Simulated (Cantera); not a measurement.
**Equilibrium for oxide etching and cleaning by halides: MgO + F₂ + H₂**

Charge: 1 mol MgO, 2.1 mol F₂, 2.5 mol H₂, held at 1200 °C.

These are equilibrium values from Cantera (NASA tables, ideal gas, pure condensed phases), not measurements of a reactor. Candidate condensed phases: H₂O, Mg, MgF₂, MgO, Mg(OH)₂; 31 gas species. Mutual solubility and eutectic melting of coexisting phases are not modelled. Rates play no part.

```json
[
 {"P (Pa)": "1", "log p HF": "-5.06", "log p H₂O": "-6.66", "log p H₂": "-6.07", "log p MgF₂": "-6.67", "log p H": "-7.93", "log p MgF": "-8.68", "log p Mg": "-8.71", "log p OH": "-10.11", "n MgO(s)": "0.900", "n MgF₂(s)": "0"},
 {"P (Pa)": "3.60", "log p HF": "-4.50", "log p H₂O": "-6.11", "log p H₂": "-5.51", "log p MgF₂": "-6.11", "log p H": "-7.65", "log p MgF": "-8.40", "log p Mg": "-8.70", "log p OH": "-9.84", "n MgO(s)": "0.901", "n MgF₂(s)": "0"},
 {"P (Pa)": "13", "log p HF": "-3.95", "log p H₂O": "-5.55", "log p H₂": "-4.95", "log p MgF₂": "-5.55", "log p H": "-7.37", "log p MgF": "-8.12", "log p Mg": "-8.70", "log p OH": "-9.56", "n MgO(s)": "0.901", "n MgF₂(s)": "0"},
 {"P (Pa)": "46", "log p HF": "-3.40", "log p H₂O": "-5.00", "log p H₂": "-4.40", "log p MgF₂": "-5.00", "log p H": "-7.10", "log p MgF": "-7.84", "log p Mg": "-8.70", "log p OH": "-9.29", "n MgO(s)": "0.901", "n MgF₂(s)": "0"},
 {"P (Pa)": "170", "log p HF": "-2.83", "log p H₂O": "-4.38", "log p H₂": "-3.83", "log p MgF₂": "-4.49", "log p H": "-6.81", "log p MgF": "-7.61", "log p Mg": "-8.75", "log p OH": "-8.95", "n MgO(s)": "0.888", "n MgF₂(s)": "0.0256"},
 {"P (Pa)": "600", "log p HF": "-2.31", "log p H₂O": "-3.33", "log p H₂": "-3.25", "log p MgF₂": "-4.49", "log p H": "-6.52", "log p MgF": "-7.85", "log p Mg": "-9.23", "log p OH": "-8.19", "n MgO(s)": "0.667", "n MgF₂(s)": "0.310"},
 {"P (Pa)": "2200", "log p HF": "-1.82", "log p H₂O": "-2.35", "log p H₂": "-2.64", "log p MgF₂": "-4.49", "log p H": "-6.22", "log p MgF": "-8.03", "log p Mg": "-9.59", "log p OH": "-7.52", "n MgO(s)": "0.228", "n MgF₂(s)": "0.767"},
 {"P (Pa)": "7700", "log p HF": "-1.33", "log p H₂O": "-1.67", "log p H₂": "-2.07", "log p MgF₂": "-4.49", "log p H": "-5.93", "log p MgF": "-8.23", "log p Mg": "-10.00", "log p OH": "-7.12", "n MgO(s)": "0", "n MgF₂(s)": "0.998"},
 {"P (Pa)": "28000", "log p HF": "-0.77", "log p H₂O": "-1.11", "log p H₂": "-1.51", "log p MgF₂": "-4.49", "log p H": "-5.65", "log p MgF": "-8.51", "log p Mg": "-10.56", "log p OH": "-6.84", "n MgO(s)": "0", "n MgF₂(s)": "1.000"},
 {"P (Pa)": "100000", "log p HF": "-0.21", "log p H₂O": "-0.56", "log p H₂": "-0.95", "log p MgF₂": "-4.49", "log p H": "-5.37", "log p MgF": "-8.79", "log p Mg": "-11.11", "log p OH": "-6.56", "n MgO(s)": "0", "n MgF₂(s)": "1.000"}
]
```
log p: log10 of the partial pressure in bar; n: condensed amount in mol.

From 0.00750 Torr to 0.345 Torr the condensed part is MgO(s). From 1.28 Torr to 16.5 Torr the condensed part is MgF₂(s) + MgO(s). From 57.8 Torr to 750 Torr the condensed part is MgF₂(s). The main Mg-bearing gas is MgF₂ throughout.
